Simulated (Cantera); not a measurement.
Cantera run:

```python
import numpy as np
import cantera as ct

gas_names = """
    CL CL2 N N2 Si SiCL SiCL2 SiCL3 SiCL4 SiN Si2 Si2N Si3
""".split()
cond_names = """
    Si(cr) Si(L) Si3N4(a)
""".split()


def load(file, names, dense=False):
    # The tables refer to 1 bar. Condensed volumes are neglected.
    table = {s.name: s for s in ct.Species.list_from_file(file)}
    out = []
    for n in names:
        d = dict(table[n].input_data)
        d["thermo"] = dict(d["thermo"], **{"reference-pressure": 1e5})
        if dense:
            d["equation-of-state"] = {"model": "constant-volume", "density": "1e6 g/cm^3"}
        out.append(ct.Species.from_dict(d))
    return out


gas = ct.Solution(thermo="ideal-gas", species=load("nasa_gas.yaml", gas_names))
cond = {s.name: ct.Solution(thermo="fixed-stoichiometry", species=[s], name=s.name)
        for s in load("nasa_condensed.yaml", cond_names, dense=True)}
atoms = {
    'Si2Cl6': {'Si': 2, 'CL': 6},
    'Cl2': {'CL': 2},
    'N2': {'N': 2},
}
top_T = {'Si3N4(a)': 2400}  # K; cautious upper limits of use, not melting points


def equilibrate(T, P, feed):
    n = {}
    for name, mol in feed.items():
        for a, k in atoms[name].items():
            n[a] = n.get(a, 0.0) + k * mol
    gas.TPX = T, P, n
    mass = sum(n.values()) * gas.mean_molecular_weight
    gas.equilibrate("TP")
    valid = [c for c in cond.values() if c.min_temp <= T <= top_T.get(c.name, c.max_temp)]
    mix = ct.Mixture([(gas, mass / gas.mean_molecular_weight)] + [(c, 0.0) for c in valid])
    mix.T, mix.P = T, P
    mix.equilibrate("TP", solver="vcs", rtol=1e-11, max_steps=5000)
    return mix


results = []
feed = {'Si2Cl6': 1, 'Cl2': 0.068, 'N2': 220}  # mol
T = 1200  # K
P = 450  # Pa
mix = equilibrate(T, P, feed)
results.append((T, P, feed, dict(zip(mix.species_names, mix.species_moles))))
print(gas.report(threshold=1e-06))
for i in range(1, mix.n_phases):
    print(f"{mix.phase(i).name:16s} {mix.phase_moles(i):12.5e} mol")
```

Output:

```
       temperature   1200 K
          pressure   450 Pa
           density   0.0013078 kg/m^3
  mean mol. weight   28.997 kg/kmol
   phase of matter   gas

                          1 kg             1 kmol
                     ---------------   ---------------
          enthalpy        8.3011e+05        2.4071e+07  J
   internal energy        4.8603e+05        1.4093e+07  J
           entropy            9697.2        2.8119e+05  J/K
    Gibbs function       -1.0807e+07       -3.1336e+08  J
 heat capacity c_p            1177.2             34135  J/K
 heat capacity c_v            890.44             25820  J/K

                      mass frac. Y      mole frac. X     chem. pot. / RT
                     ---------------   ---------------   ---------------
                CL        2.1916e-06        1.7927e-06           -28.078
                N2           0.95907           0.99273           -30.765
             SiCL2         0.0013687        0.00040096           -68.187
             SiCL3         0.0024932        0.00053777           -96.265
             SiCL4          0.037062          0.006326           -124.34
     [   +8 minor]        1.7774e-09        7.3621e-10

Si(cr)            0.00000e+00 mol
Si3N4(a)          1.30655e-01 mol
```

These are equilibrium values from Cantera (NASA tables, ideal gas, pure condensed phases), not measurements of a reactor. The feed counts by its element totals alone. N2 is the only nitrogen source here; it is nearly inert below about 1500 K, so the nitride shown seldom forms there in practice. The tables' values for SiCl3 are old estimates; treat these amounts as uncertain.
